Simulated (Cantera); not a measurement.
**Catalytic combustion on Pt**

An isothermal plug-flow reactor at 1000 K and 3680 Torr (inlet), inlet velocity 0.27 m/s, active area per volume 120 1/m; feed 2.33 % CO, 12.7 % O2, 83.8 % N2, 1.17 % H2O, equivalence ratio 0.092.

Cantera simulation using Deutschmann's 1995 Pt surface mechanism with GRI-Mech 3.0 gas chemistry; the numbers are that mechanism's predictions, not measurements. Catalytic surfaces can have several steady states; this one follows from the mechanism file's or the stated starting coverage. Mass transfer to the wall is taken as infinitely fast.

```tsv
z (m)	x CO	x O2	x H2O	x CO2	θ free Pt	θ O*	θ OH*	θ CO*
0.00029	0.00272	0.118	0.0118	0.0209	0.141	0.854	0.00376	0.00143
0.00062	0.00113	0.117	0.0118	0.0225	0.126	0.870	0.00359	0.000469
0.0013	0.000236	0.117	0.0118	0.0234	0.120	0.876	0.00351	8.82e-5
0.0029	7.18e-6	0.117	0.0118	0.0236	0.119	0.878	0.00350	2.62e-6
0.0062	5.59e-9	0.117	0.0118	0.0236	0.119	0.878	0.00350	2.04e-9
0.013	<1e-12	0.117	0.0118	0.0236	0.119	0.878	0.00350	<1e-12
0.029	<1e-12	0.117	0.0118	0.0236	0.119	0.878	0.00350	<1e-12
```
x: gas mole fraction; θ: surface coverage.
